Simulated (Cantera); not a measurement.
Reactions in the system C-O-Ta

Cantera with NASA thermochemical tables; ideal gases at 1 bar, condensed phases pure. Values are per mole of reaction as written; species without (g) are pure solids or liquids, kept so even where they would boil at 1 bar.

5 CO(g) + 2 Ta ⇌ Ta2O5 + 5 C

| T (K) | ΔH° (kJ) | ΔS° (J/K) | ΔG° (kJ) | log10 K |
|---|---|---|---|---|
| 1075 | -1459.7 | -856.0 | -539.5 | 26.22 |
| 1275 | -1445.2 | -843.6 | -369.6 | 15.14 |
| 1475 | -1430.0 | -832.6 | -202.0 | 7.15 |
| 1675 | -1414.5 | -822.7 | -36.5 | 1.14 |
| 1875 | -1398.6 | -813.7 | 127.1 | -3.54 |
